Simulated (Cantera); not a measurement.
Cantera run:

```python
import numpy as np
import cantera as ct

gas_names = [...]  # 113 gases of nasa_gas.yaml made of C, H, O, Pb
cond_names = """
    C(gr) C6H6(L) C7H8(L) C8H18(L),n-octa H2O(s) H2O(L) Pb(cr) Pb(L) PbO(rd) PbO(yw) PbO(L) PbO2(s)
    Pb3O4(s)
""".split()


# ... load() reads the species with a 1 bar reference pressure and builds the phases ...
atoms = {
    'PbO': {'Pb': 1, 'O': 1},
    'CH4': {'C': 1, 'H': 4},
    'H2': {'H': 2},
}
top_T = {'C(gr)': 4500, 'Pb3O4(s)': 820}  # K; cautious upper limits of use, not melting points


# ... equilibrate(T, P, feed) seeds the gas with the atoms and calls Mixture.equilibrate('TP', solver="vcs", rtol=1e-11, max_steps=5000) ...
results = []
feed = {'PbO': 1, 'CH4': 0.91, 'H2': 0.18}  # mol
P = 7500  # Pa
for T in [1425, 1475, 1525, 1575, 1625, 1675, 1725, 1775, 1825, 1875]:
    mix = equilibrate(T, P, feed)
    results.append((T, P, feed, dict(zip(mix.species_names, mix.species_moles))))
    x = sorted(zip(gas.X, gas.species_names), reverse=True)
    print(f"T = {T:g} K  P = {P:g} Pa  gas = {mix.phase_moles(0):.4g} mol")
    print("   x: " + "  ".join(f"{s} {v:.3e}" for v, s in x if v > 1e-06))
    print("   condensed (mol): " + ("  ".join(f"{mix.phase(i).name} {mix.phase_moles(i):.4g}"
          for i in range(1, mix.n_phases) if mix.phase_moles(i) > 1e-12) or "none"))
```

It prints:

```
T = 1425 K  P = 7500 Pa  gas = 3.434 mol
   x: H2 5.606e-01  CO 2.605e-01  Pb 1.527e-01  H2O 2.176e-02  CO2 4.446e-03  Pb2 3.864e-05  H 1.865e-05  PbO 1.345e-06
   condensed (mol): Pb(L) 0.4754
T = 1475 K  P = 7500 Pa  gas = 3.91 mol
   x: H2 4.921e-01  Pb 2.556e-01  CO 2.291e-01  H2O 1.938e-02  CO2 3.634e-03  Pb2 9.089e-05  H 3.322e-05  PbO 3.254e-06
   condensed (mol): none
T = 1525 K  P = 7500 Pa  gas = 3.91 mol
   x: H2 4.919e-01  Pb 2.556e-01  CO 2.294e-01  H2O 1.962e-02  CO2 3.397e-03  Pb2 7.713e-05  H 6.058e-05  PbO 4.586e-06
   condensed (mol): none
T = 1575 K  P = 7500 Pa  gas = 3.91 mol
   x: H2 4.916e-01  Pb 2.556e-01  CO 2.295e-01  H2O 1.982e-02  CO2 3.190e-03  H 1.064e-04  Pb2 6.611e-05  PbO 6.319e-06
   condensed (mol): none
T = 1625 K  P = 7500 Pa  gas = 3.91 mol
   x: H2 4.914e-01  Pb 2.556e-01  CO 2.297e-01  H2O 2.000e-02  CO2 3.007e-03  H 1.806e-04  Pb2 5.717e-05  PbO 8.531e-06
   condensed (mol): none
T = 1675 K  P = 7500 Pa  gas = 3.91 mol
   x: H2 4.912e-01  Pb 2.556e-01  CO 2.299e-01  H2O 2.016e-02  CO2 2.846e-03  H 2.971e-04  Pb2 4.984e-05  PbO 1.130e-05
   condensed (mol): none
T = 1725 K  P = 7500 Pa  gas = 3.911 mol
   x: H2 4.909e-01  Pb 2.556e-01  CO 2.300e-01  H2O 2.030e-02  CO2 2.702e-03  H 4.751e-04  Pb2 4.377e-05  PbO 1.473e-05  OH 1.082e-06
   condensed (mol): none
T = 1775 K  P = 7500 Pa  gas = 3.911 mol
   x: H2 4.906e-01  Pb 2.556e-01  CO 2.301e-01  H2O 2.042e-02  CO2 2.574e-03  H 7.402e-04  Pb2 3.869e-05  PbO 1.889e-05  OH 1.919e-06
   condensed (mol): none
T = 1825 K  P = 7500 Pa  gas = 3.912 mol
   x: H2 4.902e-01  Pb 2.555e-01  CO 2.302e-01  H2O 2.052e-02  CO2 2.459e-03  H 1.126e-03  Pb2 3.441e-05  PbO 2.390e-05  OH 3.295e-06
   condensed (mol): none
T = 1875 K  P = 7500 Pa  gas = 3.913 mol
   x: H2 4.896e-01  Pb 2.555e-01  CO 2.302e-01  H2O 2.061e-02  CO2 2.355e-03  H 1.675e-03  Pb2 3.077e-05  PbO 2.983e-05  OH 5.496e-06
   condensed (mol): none
```

Equilibrium computed with Cantera from the NASA thermochemical tables; the gas is ideal and each condensed phase is pure.
